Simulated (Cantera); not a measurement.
Ignition delay

Mixture: 6.22 % CH4, 19.7 % O2, 74.1 % N2, equivalence ratio 0.63, at 91000 Pa, adiabatic and at constant volume. Ignition delay is the time to a rise of 400 K.

Computed with Cantera and GRI-Mech 3.0 (53 species, 325 reactions).

```csv
T0 (K),delay (ms)
1323,7.16
1373,3.92
1423,2.24
1473,1.34
1523,0.833
1573,0.541
1623,0.365
1673,0.253
```

| Item | Value |
|---|---|
| apparent activation energy between 1573 and 1673 K | 170 kJ/mol |
